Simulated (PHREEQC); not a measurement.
Make-up at 25 °C: 0.18 mol H2SO4, 0.047 mol Al2(SO4)3 and 0.21 mol MnSO4 per kg of water. Closed to the air; pH follows from the charge balance.

The numbers come from PHREEQC with the ion-association model, phreeqc.dat.

```csv
quantity,before,after
pH,1.01,1.78
ionic strength (mol/kgw),0.726,0.0950
HSO4- (mol/kgw),0.230,0.0158
Mn+2 (mol/kgw),0.130,0.0136
SO4-2 (mol/kgw),0.104,0.0201
MnSO4 (mol/kgw),0.0802,0.00736
SI of Gibbsite (Al(OH)3),-8.31,-6.45
SI of Pyrochroite (Mn(OH)2),-14.72,-13.90
```

Problem. What was changed between the two runs?
A. diluted 10-fold with water
B. 0.15 mol/kgw NaOH added
C. H2SO4 from 0.18 to 0.036 mol/kgw
D. 0.02 mol/kgw Ca(OH)2 added

Solution. A, diluted 10-fold with water

This is a speciation only: nothing precipitates in the calculation. The ionic strength passes 0.7 mol/kgw, the rough limit of the ion-association models, in before.
